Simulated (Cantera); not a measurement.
Thermodynamics of fluorocarbon and chlorocarbon gases, feed CH₃F + HCl + H₂

A closed system holds: 1 mol CH₃F, 1.3 mol HCl, 1.1 mol H₂, at 3500 K and 13.3 mbar.

These are equilibrium values from Cantera (NASA tables, ideal gas, pure condensed phases), not measurements of a reactor. Candidate condensed phases: C, C₆H₆, C₇H₈, C₈H₁₈; 118 gas species. The tables' values for CCl are old estimates; treat these amounts as uncertain. Equilibrium is a limit: real reactors are often held back by kinetics, nucleation or transport.

```
Quantity                                    Value
--------------------------------------  ---------
x(H)                                        0.645
x(Cl)                                       0.146
x(HF)                                      0.0740
x(C)                                       0.0433
x(F)                                       0.0404
x(C₃)                                      0.0161
x(H₂)                                      0.0159
x(C₂)                                     0.00930
x(HCl)                                    0.00543
gas amount                              8.572 mol
log10 activity of C(graphite) (absent)      -0.71
```
